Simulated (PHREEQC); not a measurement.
Dissolve 0.0049 mol/kgw HF, 0.013 mol/kgw NH4HF2, 0.004 mol/kgw (NH4)2SiF6 and 0.00033 mol/kgw H3PO4 at 25 °C. Closed to the air; pH follows from the charge balance.

Equilibrium calculation in PHREEQC: ion-association model, phreeqc.dat.

```csv
quantity,before,after
pH,3.01,2.85
ionic strength (mol/kgw),0.0261,0.0266
HF (mol/kgw),0.0163,0.0161
F- (mol/kgw),0.0130,0.00890
HF2- (mol/kgw),0.000812,0.000551
H2PO4- (mol/kgw),0.000293,0.000280
SI of Quartz (SiO2),-5.10,-4.76
```

**Question.** Which change was made?
A) H3PO4 from 0.00033 to 6.6e-05 mol/kgw
B) 0.0071 mol/kgw NH4BF4 added
C) diluted 10-fold with water
D) (NH4)2SiF6 replaced by Na2SiF6 at the same molality
E) HF replaced by HBF4 at the same molality

**Answer.** E, HF replaced by HBF4 at the same molality

Precipitation was switched off in this run. SiF6-2 is the database's only silicon fluoride. Real BF4- forms and hydrolyses slowly; the run takes it at equilibrium.
